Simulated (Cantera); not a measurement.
A closed system holds: 1 mol B₂H₆, 0.39 mol N₂, 0.46 mol H₂, 0.18 mol H₂O, equilibrated at 1298 K and 100000 Pa.

Method: chemical equilibrium by Gibbs-energy minimisation in Cantera with the NASA 1993 tables (ideal gas, pure condensed phases). Candidate condensed phases: B, BN, B₂O₃, B₃O₃H₃, H₂O; 39 gas species. The feed counts by its element totals alone. N₂ is the only nitrogen source here; it is nearly inert below about 1500 K, so the nitride shown seldom forms there in practice. Mutual solubility and eutectic melting of coexisting phases are not modelled. Kinetics and transport are ignored.

Base state: H₂ 0.993, B₃O₃H₃ 0.00690, HBO 0.000280 (mole fractions); condensed: B(s) + BN(s) + B₂O₃(l).

Q: What changes in the equilibrium state with this change: N₂ from 0.39 to 1.3 mol?

A: 
| species | before | after |
|---|---|---|
| H₂ | 0.993 | 0.907 |
| N₂ | <1e-9 | 0.0889 |
| H₂O | 1.86e-6 | 0.00345 |
| B₃O₃H₃ | 0.00690 | 6.59e-8 |
| HBO₂ | 4.10e-6 | 0.000177 |
| NH₃ | <1e-9 | 3.22e-5 |
| HBO | 0.000280 | 5.93e-6 |
| B(s), mol | 1.07 | 0 |
| BN(s), mol | 0.780 | 1.89 |
| B₂O₃(l), mol | 0.0346 | 0.0549 |
Gases not in the tables: H₃BO₃.
